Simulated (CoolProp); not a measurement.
Methanol along the isobar 26.4 bar: Z from the reference equation and from simpler models built on Tc = 240.2 °C, pc = 82.16 bar, ω = 0.565; each cubic takes its own stable root.

Computed with CoolProp (reference Helmholtz-energy equation of state, de Reuck 1993).

```json
[
 {"T (°C)": "230.65", "phase": "gas", "reference": "0.8679"},
 {"T (°C)": "242.25", "phase": "gas", "reference": "0.8833"},
 {"T (°C)": "253.85", "phase": "gas", "reference": "0.8959"},
 {"T (°C)": "265.55", "phase": "gas", "reference": "0.9063"},
 {"T (°C)": "277.15", "phase": "gas", "reference": "0.9150"},
 {"T (°C)": "288.75", "phase": "gas", "reference": "0.9222"},
 {"T (°C)": "300.35", "phase": "gas", "reference": "0.9283"},
 {"T (°C)": "311.95", "phase": "gas", "reference": "0.9335"},
 {"T (°C)": "323.65", "phase": "gas", "reference": "0.9379"},
 {"T (°C)": "335.25", "phase": "gas", "reference": "0.9416"},
 {"T (°C)": "346.85", "phase": "gas", "reference": "0.9447"}
]
```

Q: How far does each simpler model (Pitzer virial, van der Waals, Redlich-Kwong, Soave-Redlich-Kwong, Peng-Robinson) lie from the reference over these 11 states: mean and median of the absolute difference, and the worst?

A: 
- Pitzer virial: mean 0.2 %, median 0.2 %, worst +0.9 % at 230.65 °C and 26.4 bar
- van der Waals: mean 0.8 %, median 0.8 %, worst +2.5 % at 230.65 °C and 26.4 bar
- Redlich-Kwong: mean 0.9 %, median 1.0 %, worst -1.2 % at 300.35 °C and 26.4 bar
- Soave-Redlich-Kwong: mean 0.3 %, median 0.2 %, worst +0.7 % at 346.85 °C and 26.4 bar
- Peng-Robinson: mean 1.0 %, median 1.1 %, worst -1.4 % at 265.55 °C and 26.4 bar
